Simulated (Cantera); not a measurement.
A freely propagating, adiabatic, planar premixed flame of H2 : O2 : N2 = 1 : 0.455 : 1.71 (molar parts), equivalence ratio 1.1, unburnt at 450 K and 2.37 atm; mixture-averaged transport, grid criteria slope 0.08 and curve 0.16, no radiation.

Detailed kinetics in Cantera: the H2/O2 subset of GRI-Mech 3.0, which has no nitrogen chemistry. The hydrogen kinetics of GRI-Mech 3.0 are dated; newer H2 mechanisms differ, most at raised pressure. Burning velocities carry a grid error of a few per cent, more on coarse grids.

### Question
What does this change do: O2 0.455 to 0.58 parts?

### Answer
```csv
quantity,before,after
laminar burning velocity,486 cm/s,489 cm/s
thermal thickness,0.133 mm,0.122 mm
peak x(HO2),0.000729,0.000824
peak x(OH),0.0160,0.0225
peak x(H2O2),8.35e-5,9.19e-5
peak x(O),0.00886,0.0137
```
